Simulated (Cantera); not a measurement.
## B2O3 + H2O + H2 (boron, boron nitride and boron oxide)

Feed: 1 mol B2O3, 1.3 mol H2O, 3.7 mol H2, held at 0.133 bar.

These are equilibrium values from Cantera (NASA tables, ideal gas, pure condensed phases), not measurements of a reactor. Candidate condensed phases: B, B2O3, B3O3H3, H2O; 23 gas species. Gases not in the tables: H3BO3. Equilibrium is a limit: real reactors are often held back by kinetics, nucleation or transport.

From 1350 K to 1800 K the condensed part is B2O3(l). At 1850 K nothing is condensed. The share of B in condensed phases is highest at 1350 K (97.8 %) and lowest at 1850 K (0.0 %).

| T (K) | x H2 | x H2O | x HBO2 | x B2O3 | n B2O3(l) |
|---|---|---|---|---|---|
| 1350 | 0.737 | 0.255 | 0.00758 | 5.27e-6 | 0.978 |
| 1400 | 0.735 | 0.252 | 0.0128 | 1.80e-5 | 0.965 |
| 1450 | 0.732 | 0.247 | 0.0208 | 5.64e-5 | 0.945 |
| 1500 | 0.728 | 0.239 | 0.0325 | 0.000163 | 0.915 |
| 1550 | 0.721 | 0.229 | 0.0487 | 0.000437 | 0.871 |
| 1600 | 0.713 | 0.215 | 0.0704 | 0.00110 | 0.810 |
| 1650 | 0.701 | 0.198 | 0.0980 | 0.00261 | 0.726 |
| 1700 | 0.686 | 0.176 | 0.131 | 0.00587 | 0.612 |
| 1750 | 0.666 | 0.151 | 0.169 | 0.0126 | 0.458 |
| 1800 | 0.640 | 0.123 | 0.208 | 0.0257 | 0.246 |
| 1850 | 0.611 | 0.100 | 0.237 | 0.0454 | 0 |
x: gas mole fraction; n: condensed amount in mol.
